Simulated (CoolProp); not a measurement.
Vapour-liquid equilibrium of trans-2-butene (1) + acetone (2) at 0.104 MPa; x and y are mole fractions of (1).

Model: multi-fluid Helmholtz-energy mixture model, Lemmon 2005 and Lemmon 2006; pair parameters Bell 2016, in CoolProp.

```
x      bubble temperature, mixture model (K)  bubble temperature, Raoult's law (K)  y, mixture model  y, Raoult's law
-----  -------------------------------------  ------------------------------------  ----------------  ---------------
0.05                                   314.7                                 323.7               ___            0.235
0.125                                    ___                                 315.8             0.710            0.474
0.2                                    291.2                                 309.1               ___            0.628
0.275                                    ___                                 303.5             0.858            0.731
0.35                                   283.3                                 298.8             0.882            0.803
0.425                                    ___                                 294.6             0.897            0.854
0.5                                    280.2                                 291.0             0.907            0.892
0.575                                  279.4                                 287.8             0.914            0.921
0.65                                     ___                                 284.9             0.921            0.943
0.725                                  277.9                                 282.4             0.928            0.961
0.8                                      ___                                 280.0             0.939            0.975
0.875                                  276.3                                 277.9             0.954            0.986
0.95                                   275.4                                 275.9             0.977            0.995
```

Some entries are withheld; supply them.


- 0.05, y, mixture model: 0.440
- 0.125, bubble temperature, mixture model (K): 299.7
- 0.2, y, mixture model: 0.811
- 0.275, bubble temperature, mixture model (K): 286.2
- 0.425, bubble temperature, mixture model (K): 281.4
- 0.65, bubble temperature, mixture model (K): 278.6
- 0.8, bubble temperature, mixture model (K): 277.2

The largest gap from Raoult's law is -17.9 K in bubble temperature, at x = 0.2. No azeotrope shows between x = 0.05 and 0.95.

The pair parameters rest on a limited set of measurements; away from them the model extrapolates. With so large a gap from Raoult's law the liquid may split in two, which this calculation doesn't test in full.
